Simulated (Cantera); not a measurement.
Input: 1 mol Cu2O, 2.6 mol H2, 5 mol N2, at 1348.15 K and 2.10 bar.

Method: chemical equilibrium by Gibbs-energy minimisation in Cantera with the NASA 1993 tables (ideal gas, pure condensed phases). Candidate condensed phases: Cu, CuO, Cu(OH)2, Cu2O, H2O; 27 gas species. The numbers say what is thermodynamically allowed, not how fast it happens.

Base state: N2 0.658, H2 0.211, H2O 0.132, NH3 1.69e-5 (mole fractions); condensed: Cu(s).

What changes in the equilibrium state with this change: temperature from 1348.15 K to 2198 K?


```json
[
 {"species": "N2", "before": "0.658", "after": "0.650"},
 {"species": "H2", "before": "0.211", "after": "0.207"},
 {"species": "H2O", "before": "0.132", "after": "0.130"},
 {"species": "Cu", "before": "2.24e-7", "after": "0.0109"},
 {"species": "Cu2", "before": "<1e-9", "after": "8.24e-5"},
 {"species": "OH", "before": "7.39e-9", "after": "0.000152"},
 {"species": "Cu(s), mol", "before": "2.00", "after": "0"},
 {"species": "Cu(l), mol", "before": "0", "after": "1.92"}
]
```
